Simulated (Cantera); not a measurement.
Charge: 1 mol SiH4, 3.5 mol HCl, a varied amount of H2, held at 1173.15 K and 4000 Pa.

Equilibrium computed with Cantera from the NASA thermochemical tables; the gas is ideal and each condensed phase is pure. Candidate condensed phases: Si; 19 gas species. The tables' values for SiCl3 are old estimates; treat these amounts as uncertain. Rates play no part.

### Question
At 17 mol H2, list the 5 most abundant gas species with their mole fractions, and the condensed phases.

### Answer
H2 0.912, HCl 0.0559, SiCl4 0.0149, SiCl2 0.00779, SiHCl3 0.00568. Condensed: Si(s).
